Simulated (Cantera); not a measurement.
A closed system holds: 1 mol SiH2Cl2, 3.9 mol NH3, 98 mol H2, held at 19000 Pa.

Method: chemical equilibrium by Gibbs-energy minimisation in Cantera with the NASA 1993 tables (ideal gas, pure condensed phases). Candidate condensed phases: NH4Cl, Si, Si3N4; 28 gas species. The tables' values for SiCl are old estimates; treat these amounts as uncertain. Gases not in the tables: Si2H6 and higher silanes. Rates play no part.

log p: log10 of the partial pressure in bar; n: condensed amount in mol.

```csv
T (K),log p H2,log p HCl,log p N2,log p H,log p SiCl2,log p Si,n Si3N4(s),n Si(l)
800,-0.73,-2.45,-2.64,-11.91,<-12,<-12,0.333,0
900,-0.73,-2.45,-2.64,-10.30,-10.91,<-12,0.333,0
1000,-0.73,-2.45,-2.64,-9.01,-9.36,<-12,0.333,0
1100,-0.73,-2.45,-2.64,-7.95,-8.11,<-12,0.333,0
1200,-0.73,-2.45,-2.64,-7.07,-7.06,<-12,0.333,0
1300,-0.73,-2.45,-2.64,(withheld),(withheld),<-12,0.333,0
1400,-0.73,-2.45,-2.64,-5.68,-5.43,-10.82,0.333,0
1500,-0.73,-2.45,-2.64,-5.12,-4.79,-9.10,0.330,0
1600,-0.73,-2.46,-2.64,-4.63,-4.25,-7.60,0.322,0
1700,-0.73,-2.49,-2.62,(withheld),-3.81,(withheld),0.304,0
1800,-0.74,-2.50,-2.46,-3.81,-3.77,-5.50,0,0.896
1900,-0.74,-2.49,-2.46,-3.47,-3.82,-4.90,0,0.894
2000,-0.74,-2.49,-2.46,-3.16,-3.86,-4.36,0,0.872
2100,-0.74,-2.49,-2.47,-2.88,-3.91,-3.87,0,0.801
```

### Question
Some entries are withheld; supply them.

### Answer

- 1700, log p H: -4.20
- 1700, log p Si: -6.29
- 1300, log p H: -6.32
- 1300, log p SiCl2: -6.18
